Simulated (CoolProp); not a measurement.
Model: reference Helmholtz-energy equation of state, Span 2000, in CoolProp.

Problem. Give the vapour pressure (bar), vapour density (kg/m³), enthalpy of vaporisation (kJ/kg), surface tension (mN/m) of saturated nitrogen at -176.35 °C.

Solution. 
```csv
T (°C),p (bar),vapour density (kg/m³),enthalpy of vaporisation (kJ/kg),surface tension (mN/m)
-176.35,6.19,25.4,168,4.72
```

Surface tension comes from a separate correlation (Mulero 2012).
